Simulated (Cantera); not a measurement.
What does this Cantera script print?

```python
import numpy as np
import cantera as ct

gas_names = """
    F FO FO2 F2 F2O H HF HNO HNO2 HNO3 HOF HO2 H2 H2F2 H2O H2O2 H3F3 H4F4 H5F5 H6F6 H7F7 N NF NF2 NF3 NH
    NH2 NH3 NH2OH NO NO2 NO3 N2 N2H2 N2H4 N2O O OH O2 O3 Si SiF SiF2 SiF3 SiF4 SiH SiHF3 SiH2 SiH2F2
    SiH3 SiH3F SiH4 SiN SiO SiO2 Si2 Si2N Si3
""".split()
cond_names = """
    H2O(s) H2O(L) Si(cr) Si(L) SiO2(Lqz) SiO2(hqz) SiO2(L) Si2N2O(s) Si3N4(a)
""".split()


def load(file, names, dense=False):
    # The tables refer to 1 bar. Condensed volumes are neglected.
    table = {s.name: s for s in ct.Species.list_from_file(file)}
    out = []
    for n in names:
        d = dict(table[n].input_data)
        d["thermo"] = dict(d["thermo"], **{"reference-pressure": 1e5})
        if dense:
            d["equation-of-state"] = {"model": "constant-volume", "density": "1e6 g/cm^3"}
        out.append(ct.Species.from_dict(d))
    return out


gas = ct.Solution(thermo="ideal-gas", species=load("nasa_gas.yaml", gas_names))
cond = {s.name: ct.Solution(thermo="fixed-stoichiometry", species=[s], name=s.name)
        for s in load("nasa_condensed.yaml", cond_names, dense=True)}
atoms = {
    'SiF4': {'Si': 1, 'F': 4},
    'N2O': {'N': 2, 'O': 1},
    'H2': {'H': 2},
}
top_T = {'Si2N2O(s)': 2100, 'Si3N4(a)': 2400}  # K; cautious upper limits of use, not melting points


def equilibrate(T, P, feed):
    n = {}
    for name, mol in feed.items():
        for a, k in atoms[name].items():
            n[a] = n.get(a, 0.0) + k * mol
    gas.TPX = T, P, n
    mass = sum(n.values()) * gas.mean_molecular_weight
    gas.equilibrate("TP")
    valid = [c for c in cond.values() if c.min_temp <= T <= top_T.get(c.name, c.max_temp)]
    mix = ct.Mixture([(gas, mass / gas.mean_molecular_weight)] + [(c, 0.0) for c in valid])
    mix.T, mix.P = T, P
    mix.equilibrate("TP", solver="vcs", rtol=1e-11, max_steps=5000)
    return mix


results = []
feed = {'SiF4': 1, 'N2O': 0.64, 'H2': 0.17}  # mol
T = 1500  # K
P = 100000  # Pa
mix = equilibrate(T, P, feed)
results.append((T, P, feed, dict(zip(mix.species_names, mix.species_moles))))
print(gas.report(threshold=1e-06))
for i in range(1, mix.n_phases):
    print(f"{mix.phase(i).name:16s} {mix.phase_moles(i):12.5e} mol")
```

Result:

```
       temperature   1500 K
          pressure   1e+05 Pa
           density   0.48359 kg/m^3
  mean mol. weight   60.311 kg/kmol
   phase of matter   gas

                          1 kg             1 kmol
                     ---------------   ---------------
          enthalpy       -1.1127e+07       -6.7111e+08  J
   internal energy       -1.1334e+07       -6.8358e+08  J
           entropy            5559.7        3.3531e+05  J/K
    Gibbs function       -1.9467e+07       -1.1741e+09  J
 heat capacity c_p            1084.1             65385  J/K
 heat capacity c_v            946.26             57070  J/K

                      mass frac. Y      mole frac. X     chem. pot. / RT
                     ---------------   ---------------   ---------------
                HF          0.048056           0.14487           -47.568
               H2O         0.0022921         0.0076735           -50.542
                NO        0.00027305        0.00054883           -28.599
               NO2        1.6322e-06        2.1397e-06           -43.592
                N2           0.13997           0.30135           -27.211
                 O        3.5751e-07        1.3477e-06           -14.993
                OH        5.2044e-06        1.8456e-05           -32.768
                O2          0.058609           0.11047           -29.986
              SiF4           0.75079           0.43507           -173.15
     [  +49 minor]        6.1121e-07        9.1645e-07

Si(cr)            0.00000e+00 mol
SiO2(hqz)         7.68491e-02 mol
Si2N2O(s)         0.00000e+00 mol
Si3N4(a)          0.00000e+00 mol
```

These are equilibrium values from Cantera (NASA tables, ideal gas, pure condensed phases), not measurements of a reactor. The tables hold silica as quartz up to 1696 K and as liquid above; real silica turns to tridymite and cristobalite and melts near 1996 K.
